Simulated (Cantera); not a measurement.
Cantera with NASA thermochemical tables; ideal gases at 1 bar, condensed phases pure. Values are per mole of reaction as written; species without (g) are pure solids or liquids, kept so even where they would boil at 1 bar.

Question: Between 300 and 2800 K, where is each reaction favourable under standard conditions?
- 1.333 B + O2(g) = 0.6667 B2O3(g)
- 2 Ti + O2(g) = 2 TiO(g)
- V + O2(g) = VO2(g)

Answer: 
- 1.333 B + O2(g) = 0.6667 B2O3(g): ΔG° is -550 kJ at 300 K and -465 kJ at 2800 K; it stays negative (K > 1). ΔH° is -640 kJ and ΔS° -62 J/K at 2800 K.
- 2 Ti + O2(g) = 2 TiO(g): ΔG° is 49 kJ at 300 K and -349 kJ at 2800 K; it changes sign between 300 and 2550 K. ΔH° is -14 kJ and ΔS° 119 J/K at 2800 K.
- V + O2(g) = VO2(g): ΔG° is -242 kJ at 300 K and -275 kJ at 2800 K; it stays negative (K > 1). ΔH° is -297 kJ and ΔS° -8 J/K at 2800 K.
